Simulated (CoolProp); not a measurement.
Vapour pressure (MPa) of m-xylene: the reference equation beside estimates from Tc = 616.9 K, pc = 3.535 MPa, ω = 0.326.

Model: reference Helmholtz-energy equation of state, Zhou 2012, in CoolProp.

```
T (K)  reference  Lee-Kesler  van der Waals  Redlich-Kwong  Soave-Redlich-Kwong
-----  ---------  ----------  -------------  -------------  -------------------
428.9     0.1554      0.1553         0.6844         0.2918               0.1552
437.5     0.1909      0.1913         0.7571         0.3448               0.1911
446       0.2318      0.2329         0.8338         0.4036               0.2327
454.5     0.2793      0.2811         0.9153         0.4692               0.2810
463.1     0.3345      0.3372          1.003         0.5430               0.3373
471.6     0.3970      0.4006          1.095         0.6236               0.4011
480.1     0.4680      0.4725          1.191         0.7122               0.4737
488.7     0.5493      0.5548          1.295         0.8104               0.5569
497.2     0.6397      0.6461          1.402         0.9163               0.6495
505.7     0.7409      0.7481          1.515          1.031               0.7532
```

Absolute difference from the reference over all 10 rows, mean and median: Lee-Kesler 0.7 and 0.9 %, van der Waals 201.4 and 187.8 %, Redlich-Kwong 61.2 and 59.7 %, Soave-Redlich-Kwong 0.9 and 0.9 %.
